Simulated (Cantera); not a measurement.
# Thermal oxidation and active oxidation of silicon: Si + N2O + H2

Charge: 1 mol Si, 0.29 mol N2O, 30 mol H2, held at 460000 Pa.

Equilibrium computed with Cantera from the NASA thermochemical tables; the gas is ideal and each condensed phase is pure. Candidate condensed phases: H2O, Si, SiO2, Si2N2O, Si3N4; 35 gas species. Mutual solubility and eutectic melting of coexisting phases are not modelled. Gases not in the tables: Si2H6 and higher silanes. The numbers say what is thermodynamically allowed, not how fast it happens.

| T (°C) | log p H2 | log p N2 | log p SiO | log p H | n Si(s) | n Si2N2O(s) | n Si(l) |
|---|---|---|---|---|---|---|---|
| 825 | 0.66 | <-11 | -9.16 | -7.28 | 0.420 | 0.290 | 0 |
| 925 | 0.66 | -9.64 | -8.01 | -6.39 | 0.420 | 0.290 | 0 |
| 1025 | 0.66 | -7.78 | -7.08 | -5.64 | 0.420 | 0.290 | 0 |
| 1125 | 0.66 | -6.33 | -6.15 | -4.99 | 0.420 | 0.290 | 0 |
| 1225 | 0.66 | -5.23 | -5.19 | -4.43 | 0.420 | 0.290 | 0 |
| 1325 | 0.66 | -4.32 | -4.31 | -3.94 | 0.420 | 0.290 | 0 |
| 1425 | 0.66 | -3.52 | -3.52 | -3.51 | 0 | 0.288 | 0.421 |
| 1525 | 0.66 | -2.78 | -2.78 | -3.12 | 0 | 0.279 | 0.430 |
| 1625 | 0.66 | -2.12 | -2.12 | -2.78 | 0 | 0.241 | 0.467 |
| 1725 | 0.66 | -1.53 | -1.53 | -2.47 | 0 | 0.0952 | 0.611 |
| 1825 | 0.65 | -1.36 | -1.36 | -2.18 | 0 | 0 | 0.703 |
| 1925 | 0.65 | -1.36 | -1.36 | -1.93 | 0 | 0 | 0.696 |
log p: log10 of the partial pressure in bar; n: condensed amount in mol.

From 825 °C to 1325 °C the condensed part is Si(s) + Si2N2O(s). From 1425 °C to 1725 °C the condensed part is Si(l) + Si2N2O(s). From 1825 °C to 1925 °C the condensed part is Si(l). The main Si-bearing gas is SiH4 at 825 °C and SiO at 1925 °C.
